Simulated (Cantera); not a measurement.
A perfectly stirred reactor is fed with 8.65 % H2, 4.81 % O2, 86.5 % N2, equivalence ratio 0.90, at 0.355 atm; it is held at 1173 K, and followed from long to short residence time.

Computed with Cantera and GRI-Mech 3.0 (53 species, 325 reactions). The temperature is held fixed by assumption; the heat of reaction is taken as removed at once.

Task: Predict: x(H2) at τ = 1.20 s; x(O2) at τ = 1.20 s; x(NO) at τ = 1.20 s; x(N2O) at τ = 1.20 s; x(H2O2) at τ = 1.20 s; x(H2) at τ = 16.0 ms; x(O2) at τ = 16.0 ms; x(NO) at τ = 16.0 ms; x(N2O) at τ = 16.0 ms; x(H2O2) at τ = 16.0 ms.

Result: 
```
Quantity                  Result
----------------------  --------
x(H2) at τ = 1.20 s     0.000371
x(O2) at τ = 1.20 s      0.00518
x(NO) at τ = 1.20 s      4.02e-7
x(N2O) at τ = 1.20 s     6.82e-8
x(H2O2) at τ = 1.20 s    2.95e-7
x(H2) at τ = 16.0 ms     0.00425
x(O2) at τ = 16.0 ms     0.00741
x(NO) at τ = 16.0 ms     2.70e-6
x(N2O) at τ = 16.0 ms    2.47e-8
x(H2O2) at τ = 16.0 ms   5.00e-7
```
